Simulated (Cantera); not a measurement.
Charge: 1 mol FeCl2, 2.4 mol H2, 3.8 mol H2O, at 47.3 Torr.

Equilibrium computed with Cantera from the NASA thermochemical tables; the gas is ideal and each condensed phase is pure. Candidate condensed phases: Fe, FeCl2, FeCl3, FeO, Fe(OH)2, Fe(OH)3, Fe2O3, Fe3O4, H2O; 22 gas species. The tables' stoichiometric FeO is somewhat more stable than real wüstite, so its field is too wide. FeO: taken at fixed stoichiometry. Kinetics and transport are ignored.

### Question
At 1550 °C, list the 7 most abundant gas species with their mole fractions, and the condensed phases.

### Answer
H2O 0.433, H2 0.333, HCl 0.189, FeCl2 0.0440, H 0.000995, Cl 0.000432, Fe 0.000226. Condensed: FeO(l).
